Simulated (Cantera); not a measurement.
Standard-state values (1 bar) from the NASA 1993 polynomials, evaluated with Cantera. Values are per mole of reaction as written; species without (g) are pure solids or liquids, kept so even where they would boil at 1 bar.

Task: Between 1173 and 1473 K, where is each reaction favourable under standard conditions?
- 2 Ca + S2(g) → 2 CaS
- 4 Na + S2(g) → 2 Na2S
- C + S2(g) → CS2(g)

Result: 
- 2 Ca + S2(g) → 2 CaS: ΔG° is -844 kJ at 1173 K and -782 kJ at 1473 K; it stays negative (K > 1). ΔH° is -1089 kJ and ΔS° -208 J/K at 1473 K.
- 4 Na + S2(g) → 2 Na2S: ΔG° is -568 kJ at 1173 K and -504 kJ at 1473 K; it stays negative (K > 1). ΔH° is -762 kJ and ΔS° -175 J/K at 1473 K.
- C + S2(g) → CS2(g): ΔG° is -18 kJ at 1173 K and -20 kJ at 1473 K; it stays negative (K > 1). ΔH° is -10 kJ and ΔS° 7 J/K at 1473 K.
